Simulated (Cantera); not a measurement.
An isothermal, constant-pressure homogeneous reactor starts with CO : O2 : H2O : N2 : CH4 = 0.0022 : 0.0023 : 0.0054 : 1 : 0.0011 (molar parts), equivalence ratio 1.4, at 1523 K and 101000 Pa.

Computed with Cantera and GRI-Mech 3.0 (53 species, 325 reactions).

x: mole fraction; the columns are a selection and need not sum to one.

```json
[
 {"t (s)": "0.000100", "x CO": "0.00218", "x O2": "0.00227", "x H2O": "0.00534", "x O": "4.26e-9", "x HO2": "1.70e-9", "x OH": "8.51e-9", "x NO": "<1e-12"},
 {"t (s)": "0.000439", "x CO": "0.00218", "x O2": "0.00227", "x H2O": "0.00534", "x O": "5.73e-9", "x HO2": "4.28e-9", "x OH": "1.49e-8", "x NO": "<1e-12"},
 {"t (s)": "0.00192", "x CO": "0.00218", "x O2": "0.00227", "x H2O": "0.00534", "x O": "9.46e-9", "x HO2": "5.17e-9", "x OH": "3.68e-8", "x NO": "<1e-12"},
 {"t (s)": "0.00843", "x CO": "0.00217", "x O2": "0.00226", "x H2O": "0.00535", "x O": "…", "x HO2": "1.36e-8", "x OH": "…", "x NO": "1.21e-11"},
 {"t (s)": "0.0370", "x CO": "0.000984", "x O2": "5.26e-5", "x H2O": "0.00633", "x O": "1.69e-5", "x HO2": "1.29e-8", "x OH": "6.16e-5", "x NO": "4.03e-6"},
 {"t (s)": "0.162", "x CO": "0.000961", "x O2": "…", "x H2O": "0.00649", "x O": "…", "x HO2": "8.84e-11", "x OH": "…", "x NO": "4.07e-6"},
 {"t (s)": "0.711", "x CO": "0.000964", "x O2": "1.24e-8", "x H2O": "0.00650", "x O": "3.74e-9", "x HO2": "1.63e-12", "x OH": "9.34e-7", "x NO": "3.95e-6"},
 {"t (s)": "3.12", "x CO": "0.000965", "x O2": "7.24e-10", "x H2O": "0.00650", "x O": "2.28e-10", "x HO2": "<1e-12", "x OH": "2.30e-7", "x NO": "3.80e-6"},
 {"t (s)": "13.7", "x CO": "0.000965", "x O2": "2.92e-10", "x H2O": "0.00650", "x O": "9.84e-11", "x HO2": "<1e-12", "x OH": "1.51e-7", "x NO": "3.52e-6"},
 {"t (s)": "60.0", "x CO": "0.000964", "x O2": "2.81e-10", "x H2O": "0.00650", "x O": "9.46e-11", "x HO2": "<1e-12", "x OH": "1.48e-7", "x NO": "2.79e-6"}
]
```

Task: Fill in the missing entries.

Result: 
- 0.00843, x O: 4.43e-8
- 0.00843, x OH: 1.88e-7
- 0.162, x O2: 4.05e-7
- 0.162, x O: 1.24e-7
- 0.162, x OH: 5.37e-6
